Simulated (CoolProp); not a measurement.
Vapour-liquid equilibrium of R22 (1) + R113 (2) at 306.3 K; x and y are mole fractions of (1).

The numbers come from the multi-fluid Helmholtz-energy mixture model, Kamei 1995 and Marx 1992; pair parameters Bell 2016 in CoolProp.

| x | bubble pressure (bar) | y at the bubble point | dew pressure at overall composition x (bar) | liquid density (mol/L) |
|---|---|---|---|---|
| 0.05 | 1.256 | 0.524 | 0.6432 | 8.417 |
| 0.15 | 2.602 | 0.784 | 0.7172 | 8.795 |
| 0.25 | 3.955 | 0.867 | 0.8104 | 9.197 |
| 0.35 | 5.253 | 0.908 | 0.9310 | 9.626 |
| 0.45 | 6.469 | 0.932 | 1.093 | 10.09 |
| 0.55 | 7.607 | 0.948 | 1.324 | 10.58 |
| 0.65 | 8.696 | 0.961 | 1.677 | 11.11 |
| 0.75 | 9.785 | 0.972 | 2.286 | 11.69 |
| 0.85 | 10.93 | 0.982 | 3.576 | 12.32 |
| 0.95 | 12.21 | 0.994 | 7.771 | 13.02 |

No azeotrope shows between x = 0.05 and 0.95.

The pair parameters rest on a limited set of measurements; away from them the model extrapolates. The gap from Raoult's law changes sign with composition, which may be real or a fault of the pair parameters; it wasn't checked against measurements.
